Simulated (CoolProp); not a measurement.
Vapour pressure (kPa) of R134a: the reference equation beside estimates from Tc = 374.2 K, pc = 4059 kPa, ω = 0.327.

Values from CoolProp's reference Helmholtz-energy equation of state, Tillner-Roth 1994.

| T (K) | reference | Lee-Kesler | van der Waals | Redlich-Kwong | Peng-Robinson |
|---|---|---|---|---|---|
| 190.4 | 2.915 | 2.754 | 126.8 | 11.64 | 3.064 |
| 195.9 | 4.589 | 4.354 | 153.0 | 16.95 | 4.778 |
| 201.5 | 7.067 | 6.738 | 183.3 | 24.20 | 7.296 |
| 207.1 | 10.58 | 10.14 | 217.6 | 33.73 | 10.85 |
| 212.7 | 15.45 | 14.89 | 256.2 | 45.99 | 15.74 |
| 218.3 | 22.03 | 21.34 | 299.2 | 61.48 | 22.35 |
| 223.8 | 30.58 | 29.78 | 346.1 | 80.33 | 30.90 |
| 229.4 | 41.90 | 41.01 | 398.7 | 103.8 | 42.18 |
| 235 | 56.38 | 55.44 | 456.5 | 132.1 | 56.61 |
| 240.6 | 74.64 | 73.71 | 519.7 | 165.8 | 74.77 |
| 246.2 | 97.33 | 96.50 | 588.5 | 205.6 | 97.33 |
| 251.7 | 124.6 | 124.0 | 661.7 | 251.1 | 124.5 |
| 257.3 | 158.3 | 157.9 | 742.2 | 304.6 | 157.9 |

Absolute difference from the reference over all 13 rows, mean and median: Lee-Kesler 2.7 and 2.6 %, van der Waals 1480.4 and 1031.8 %, Redlich-Kwong 175.3 and 162.7 %, Peng-Robinson 1.6 and 1.0 %.
